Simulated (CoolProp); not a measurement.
Vapour-liquid equilibrium of R125 (1) + fluoroethane (R161) (2) at -90.55 °C; x and y are mole fractions of (1).

The numbers come from the multi-fluid Helmholtz-energy mixture model, Lemmon 2005 and Wu 2012; pair parameters Bell 2016 in CoolProp.

Task: Give the bubble pressure and the first vapour's composition at x = 0.125, 0.8, 0.875. Is there an azeotrope?

Result: x = 0.125: 0.004137 MPa, y = 0.199; x = 0.8: 0.006578 MPa, y = 0.873; x = 0.875: 0.006748 MPa, y = 0.916. No azeotrope shows between x = 0.05 and 0.95.

Pair parameters are fitted to limited data, so mixtures are less certain than the pure fluids. The gap from Raoult's law changes sign with composition, which may be real or a fault of the pair parameters; it wasn't checked against measurements.
